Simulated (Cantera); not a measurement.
Cantera run:

```python
import numpy as np
import cantera as ct

gas_names = """
    CL CL2 H HCL H2 Si SiCL SiCL2 SiCL3 SiCL4 SiH SiHCL3 SiH2 SiH2CL2 SiH3 SiH3CL SiH4 Si2 Si3
""".split()
cond_names = """
    Si(cr) Si(L)
""".split()


# ... load() reads the species with a 1 bar reference pressure and builds the phases ...
atoms = {
    'Si': {'Si': 1},
    'HCl': {'H': 1, 'CL': 1},
    'H2': {'H': 2},
}
top_T = {}  # K; cautious upper limits of use, not melting points


# ... equilibrate(T, P, feed) seeds the gas with the atoms and calls Mixture.equilibrate('TP', solver="vcs", rtol=1e-11, max_steps=5000) ...
results = []
feed = {'Si': 1, 'HCl': 1.2, 'H2': 7.3}  # mol
T = 1598.15  # K
for P in [10000, 26000, 67000, 170000, 450000, 1200000, 3000000]:
    mix = equilibrate(T, P, feed)
    results.append((T, P, feed, dict(zip(mix.species_names, mix.species_moles))))
    x = sorted(zip(gas.X, gas.species_names), reverse=True)
    print(f"T = {T:g} K  P = {P:g} Pa  gas = {mix.phase_moles(0):.4g} mol")
    print("   x: " + "  ".join(f"{s} {v:.3e}" for v, s in x if v > 1e-06))
    print("   condensed (mol): " + ("  ".join(f"{mix.phase(i).name} {mix.phase_moles(i):.4g}"
          for i in range(1, mix.n_phases) if mix.phase_moles(i) > 1e-12) or "none"))
```

Output:

```
T = 1598.15 K  P = 10000 Pa  gas = 8.494 mol
   x: H2 8.882e-01  HCL 8.335e-02  SiCL2 2.693e-02  SiCL3 1.039e-03  H 1.589e-04  SiHCL3 1.516e-04  SiCL4 9.911e-05  SiH2CL2 3.871e-05  CL 1.180e-05  SiCL 8.735e-06  SiH2 4.354e-06  SiH3CL 2.951e-06
   condensed (mol): Si(cr) 0.7598
T = 1598.15 K  P = 26000 Pa  gas = 8.488 mol
   x: H2 8.894e-01  HCL 8.210e-02  SiCL2 2.609e-02  SiCL3 1.597e-03  SiHCL3 3.762e-04  SiCL4 2.419e-04  H 9.860e-05  SiH2CL2 9.764e-05  SiH3CL 7.568e-06  CL 7.201e-06  SiCL 5.332e-06  SiH2 4.360e-06
   condensed (mol): Si(cr) 0.7588
T = 1598.15 K  P = 67000 Pa  gas = 8.476 mol
   x: H2 8.914e-01  HCL 7.986e-02  SiCL2 2.463e-02  SiCL3 2.352e-03  SiHCL3 8.904e-04  SiCL4 5.556e-04  SiH2CL2 2.381e-04  H 6.149e-05  SiH3CL 1.901e-05  SiH2 4.370e-06  CL 4.359e-06  SiCL 3.227e-06
   condensed (mol): Si(cr) 0.7568
T = 1598.15 K  P = 170000 Pa  gas = 8.455 mol
   x: H2 8.947e-01  HCL 7.609e-02  SiCL2 2.228e-02  SiCL3 3.223e-03  SiHCL3 1.947e-03  SiCL4 1.153e-03  SiH2CL2 5.484e-04  SiH3CL 4.614e-05  H 3.868e-05  SiH2 4.386e-06  CL 2.602e-06  SiCL 1.927e-06  SiH4 1.565e-06
   condensed (mol): Si(cr) 0.753
T = 1598.15 K  P = 450000 Pa  gas = 8.42 mol
   x: H2 8.999e-01  HCL 6.991e-02  SiCL2 1.870e-02  SiCL3 4.032e-03  SiHCL3 3.975e-03  SiCL4 2.151e-03  SiH2CL2 1.226e-03  SiH3CL 1.129e-04  H 2.384e-05  SiH2 4.411e-06  SiH4 4.192e-06  CL 1.465e-06  SiCL 1.085e-06
   condensed (mol): Si(cr) 0.7456
T = 1598.15 K  P = 1.2e+06 Pa  gas = 8.37 mol
   x: H2 9.066e-01  HCL 6.139e-02  SiCL2 1.431e-02  SiHCL3 7.123e-03  SiCL3 4.409e-03  SiCL4 3.360e-03  SiH2CL2 2.520e-03  SiH3CL 2.663e-04  H 1.465e-05  SiH4 1.135e-05  SiH2 4.444e-06
   condensed (mol): Si(cr) 0.7321
T = 1598.15 K  P = 3e+06 Pa  gas = 8.314 mol
   x: H2 9.133e-01  HCL 5.208e-02  SiHCL3 1.079e-02  SiCL2 1.023e-02  SiH2CL2 4.534e-03  SiCL4 4.287e-03  SiCL3 4.209e-03  SiH3CL 5.689e-04  SiH4 2.878e-05  H 9.302e-06  SiH2 4.477e-06
   condensed (mol): Si(cr) 0.7119
```

Equilibrium computed with Cantera from the NASA thermochemical tables; the gas is ideal and each condensed phase is pure. The tables' values for SiCl3 are old estimates; treat these amounts as uncertain. Gases not in the tables: Si2H6 and higher silanes.
